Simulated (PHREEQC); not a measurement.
A solution holds 0.0075 mol/kgw Fe(NO3)3, 0.073 mol/kgw H2SeO4 and 0.2 mol/kgw CsOH, at 62 °C. Closed to the air; pH follows from the charge balance.

Model: ion-association model, wateq4f.dat, run in PHREEQC.

Each row changes one thing in this solution. Precipitation was switched off in this run.

```json
[
 {"case": "as made", "pH": "11.19", "ionic strength (mol/kgw)": "0.273"},
 {"case": "Fe(NO3)3 from 0.0075 to 0.015 mol/kgw", "pH": "8.47", "ionic strength (mol/kgw)": "0.273"},
 {"case": "H2SeO4 replaced by Na2SeO4 at the same molality", "pH": "12.02", "ionic strength (mol/kgw)": "0.419"},
 {"case": "temperature from 62 to 20 °C", "pH": "(withheld)", "ionic strength (mol/kgw)": "0.273"},
 {"case": "diluted 2-fold with water", "pH": "(withheld)", "ionic strength (mol/kgw)": "0.137"},
 {"case": "Fe(NO3)3 from 0.0075 to 0.00075 mol/kgw", "pH": "(withheld)", "ionic strength (mol/kgw)": "0.273"},
 {"case": "Fe(NO3)3 left out", "pH": "(withheld)", "ionic strength (mol/kgw)": "0.273"},
 {"case": "CsOH from 0.2 to 0.4 mol/kgw", "pH": "12.13", "ionic strength (mol/kgw)": "0.473"}
]
```

**Question.** Complete the blanks.

**Answer.** 
- temperature from 62 to 20 °C, pH: 12.39
- diluted 2-fold with water, pH: 10.93
- Fe(NO3)3 from 0.0075 to 0.00075 mol/kgw, pH: 11.52
- Fe(NO3)3 left out, pH: 11.54

Some of these states are supersaturated (in Hematite (slow to form), Goethite (slow to form), Fe(OH)3(a), for instance). Away from 25 °C the constants follow the database's enthalpies or fits; those with neither stay at their 25 °C values.
